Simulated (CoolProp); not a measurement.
A single-stage vapour-compression cycle with the fluid: evaporating at 275.15 K (dew point), condensing at 295.15 K (bubble point), superheat 0 K, subcooling 5 K, compressor efficiency 0.6, no pressure losses. The same conditions are run with several fluids, on thermodynamics alone (safety and materials aside).

The numbers come from the reference Helmholtz-energy equation of state of each fluid (R507A: Lemmon 2003; chlorine: Thol 2021; cyclopentane: Gedanitz 2015; dimethyl ether: Wu 2011; ammonia: Gao 2020; isobutane: Bücker 2006) in CoolProp. Blends and air are pseudo-pure fits.

| fluid | cooling COP | pressure ratio | discharge temperature (K) | refrigerating effect (kJ/kg) | volumetric capacity (kJ/m³) |
|---|---|---|---|---|---|
| R507A | ? | 1.78 | 303.9 | 139 | 4770 |
| chlorine | 7.76 | 1.82 | 343.3 | ? | 3270 |
| cyclopentane | ? | 2.40 | 317.5 | ? | 192 |
| dimethyl ether | 7.87 | 1.89 | 313.3 | 397 | 2470 |
| ammonia | 7.75 | ? | 344.9 | ? | 4390 |
| isobutane | 7.85 | 1.91 | 302.7 | ? | 1440 |

### Question
Some entries are withheld; supply them.

### Answer

- R507A, cooling COP: 7.47
- chlorine, refrigerating effect (kJ/kg): 250
- cyclopentane, cooling COP: 8.04
- cyclopentane, refrigerating effect (kJ/kg): 396
- ammonia, pressure ratio: 1.98
- ammonia, refrigerating effect (kJ/kg): 1180
- isobutane, refrigerating effect (kJ/kg): 317
